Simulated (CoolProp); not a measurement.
Properties of benzene along the isotherm 503.3 K.

The numbers come from the reference Helmholtz-energy equation of state, Thol 2012 in CoolProp.

```csv
p (MPa),phase,cp (kJ/(kg K)),expansivity (1/kK),conductivity (mW/(m K)),fugacity coefficient
0.273,gas,1.818,2.181,30.7,0.9728
0.545,gas,1.846,2.411,31.1,0.9457
0.818,gas,1.879,2.691,31.4,0.9187
1.09,gas,1.918,3.038,31.9,0.8918
1.36,gas,1.968,3.479,32.4,0.8651
1.64,gas,2.036,4.094,33.1,0.8372
1.91,gas,2.128,4.943,33.9,0.8102
2.18,gas,2.268,6.273,35.1,0.7827
2.45,liquid,2.669,3.683,80.1,0.7206
```

Thermal conductivity comes from a separate model (Assael 2012).
